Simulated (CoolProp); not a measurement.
Properties of nitrogen at several states (Tc = -147.0 °C, pc = 3.396 MPa, ω = 0.037).

Model: reference Helmholtz-energy equation of state, Span 2000, in CoolProp.

| T (°C) | p (MPa) | phase | Z | cp (kJ/(kg K)) | cv (kJ/(kg K)) | isothermal compressibility (1/MPa) | fugacity coefficient |
|---|---|---|---|---|---|---|---|
| 454.15 | 12.4 | supercritical | 1.053 | 1.127 | 0.8133 | 0.07648 | 1.053 |
| 114.05 | 17.7 | supercritical | 1.076 | 1.172 | 0.7676 | 0.05093 | 1.062 |
| 480.95 | 0.377 | gas | 1.002 | 1.112 | 0.8143 | 2.648 | 1.002 |
| 237.55 | 0.01 | gas | 1.000 | 1.058 | 0.7609 | 100.00 | 1.000 |
